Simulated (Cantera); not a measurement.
A perfectly stirred reactor is fed with 22.3 % CO, 6.69 % H2, 15.4 % O2, 55.6 % N2, equivalence ratio 0.94, at 9.87 atm; it is adiabatic with a 323 K inlet, and is followed from long to short residence time, starting on the burning branch (τ in s: 0.031, 0.014, 0.0063, 0.0028, 0.0013, 0.00056, 0.00025, 0.00011, 5e-05, 2.2e-05).

Model: GRI-Mech 3.0 (53 species, 325 reactions), integrated in Cantera. The hydrogen kinetics of GRI-Mech 3.0 are dated; newer H2 mechanisms differ, most at raised pressure.

One state of this run: T (K) = 2453; x CO = 0.0201; x H2 = 0.00103; x O2 = 0.0184; x NO = 0.00312; x CO2 = 0.238; x N2O = 9.30e-7; x OH = 0.00360. x: mole fraction; the columns are a selection and need not sum to one.

Which value of τ (s) does it belong to?
A. 0.0063
B. 0.00025
C. 0.00011
D. 5.0e-5

A, 0.0063
